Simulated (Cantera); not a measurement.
Input: 1 mol SiCl4, 1.8 mol CH4, 1.2 mol H2, held at 1400 °C and 0.00270 bar.

Cantera equilibrium calculation (NASA polynomials, part measured and part estimated; ideal gas, pure solids and liquids). Candidate condensed phases: C, C6H6, C7H8, C8H18, Si, SiC; 109 gas species. The tables' values for SiCl3, SiCl are old estimates; treat these amounts as uncertain. Rates play no part.

Base state: HCl 0.523, H2 0.443, SiCl2 0.0297, H 0.00146, Cl 0.00135, SiCl3 0.00112, SiCl4 8.81e-5, C2H2 (acetylene) 2.52e-5 (mole fractions); condensed: C(graphite) + SiC(s).

What changes in the equilibrium state with this change: pressure from 0.00270 bar to 0.00990 bar?


```json
[
 {"species": "HCl", "before": "0.523", "after": "0.521"},
 {"species": "H2", "before": "0.443", "after": "0.445"},
 {"species": "SiCl2", "before": "0.0297", "after": "0.0294"},
 {"species": "SiCl3", "before": "0.00112", "after": "0.00211"},
 {"species": "SiHCl3", "before": "1.34e-5", "after": "4.83e-5"},
 {"species": "SiCl4", "before": "8.81e-5", "after": "0.000315"},
 {"species": "SiCl", "before": "1.64e-5", "after": "8.53e-6"},
 {"species": "C(graphite), mol", "before": "1.01", "after": "1.02"},
 {"species": "SiC(s), mol", "before": "0.789", "after": "0.783"}
]
```
The tables' values for SiCl3 are old estimates; treat these amounts as uncertain.
